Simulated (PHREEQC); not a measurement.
# Acid mine or pickling water: speciation

Synthetic water in mg/kgw, 25 °C, pH 2.18:

```csv
constituent,mg/kgw
Na,2380
K,49.2
Ca,20.1
Mg,8.54
Cl,1190
S(6) as SO4,4170
Br,62
```

Cl is adjusted to close the charge balance.
Valence states are taken as typed.

Equilibrium calculation in PHREEQC: Pitzer model, pitzer.dat.

```
Property                     Result
--------------------  -------------
ionic strength        0.152 mol/kgw
specific conductance    13200 µS/cm
density                 1.004 g/cm³
osmotic coefficient           0.866
total alkalinity       -17.3 meq/kg
```

| species | molality | activity | log γ |
|---|---|---|---|
| Na+ | 0.103 | 0.0762 | -0.133 |
| Cl- | 0.0362 | 0.0267 | -0.132 |
| SO4-2 | 0.0353 | 0.00961 | -0.565 |
| H+ | 0.00917 | 0.00661 | -0.142 |
| HSO4- | 0.00811 | 0.00605 | -0.128 |
| K+ | 0.00126 | 0.000909 | -0.141 |
| Br- | 0.000776 | 0.000575 | -0.130 |
| Ca+2 | 0.000501 | 0.000103 | -0.689 |
| Mg+2 | 0.000351 | 8.56e-5 | -0.613 |

Precipitation was switched off in this run. Complexes and solids missing from the database can't appear.
